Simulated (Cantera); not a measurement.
A closed system holds: 1 mol Al₂O₃, 13 mol HCl, 2.6 mol H₂, at 998 K and 1100 Pa.

Cantera equilibrium calculation (NASA polynomials, part measured and part estimated; ideal gas, pure solids and liquids). Candidate condensed phases: Al, AlCl₃, Al₂O₃, H₂O; 29 gas species. Condensed phases not in the tables: AlOCl. Kinetics and transport are ignored.

Base state: HCl 0.833, H₂ 0.167, H₂O 0.000168, AlCl₃ 0.000112 (mole fractions); condensed: Al₂O₃(s).

Question: What changes in the equilibrium state with this change: temperature from 998 K to 1548.15 K?

Answer: 
```json
[
 {"species": "HCl", "before": "0.833", "after": "0.828"},
 {"species": "H₂", "before": "0.167", "after": "0.167"},
 {"species": "H₂O", "before": "0.000168", "after": "0.00246"},
 {"species": "AlCl₃", "before": "0.000112", "after": "0.00161"},
 {"species": "AlCl₂", "before": "<1e-9", "after": "2.70e-5"},
 {"species": "H", "before": "8.37e-9", "after": "0.000120"},
 {"species": "Cl", "before": "3.90e-8", "after": "0.000476"},
 {"species": "Al₂O₃(s), mol", "before": "0.999", "after": "0.987"}
]
```
The tables' values for AlCl₂ are old estimates; treat these amounts as uncertain.

Question: What changes in the equilibrium state with this change: temperature from 998 K to 1400 K?

Answer: 
```tsv
species	before	after
HCl	0.833	0.831
H₂	0.167	0.167
H₂O	0.000168	0.00148
AlCl₃	0.000112	0.000985
H	8.37e-9	1.89e-5
Cl	3.90e-8	7.77e-5
Al₂O₃(s), mol	0.999	0.992
```
